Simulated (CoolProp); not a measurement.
Octamethyltrisiloxane (MDM) along the isotherm 575 K: fugacity coefficient from the reference equation and from simpler models built on Tc = 565.4 K, pc = 14.38 bar, ω = 0.528; each cubic takes its own stable root.

Model: reference Helmholtz-energy equation of state, Thol 2017, in CoolProp.

| p (bar) | phase | reference |
|---|---|---|
| 0.227 | gas | 0.9951 |
| 0.384 | gas | 0.9917 |
| 0.647 | gas | 0.9860 |
| 1.09 | gas | 0.9764 |
| 1.84 | gas | 0.9602 |
| 3.11 | gas | 0.9330 |
| 5.25 | gas | 0.8872 |
| 8.86 | gas | 0.8101 |
| 15 | supercritical | 0.6739 |
| 25.2 | supercritical | 0.4655 |
| 42.6 | supercritical | 0.3311 |
| 71.9 | supercritical | 0.2599 |

### Question
How far does each simpler model (Redlich-Kwong, Peng-Robinson) lie from the reference over these 12 states: mean and median of the absolute difference, and the worst?

### Answer
- Redlich-Kwong: mean 1.0 %, median 0.3 %, worst +5.7 % at 575 K and 71.9 bar
- Peng-Robinson: mean 1.1 %, median 1.0 %, worst -2.9 % at 575 K and 15 bar
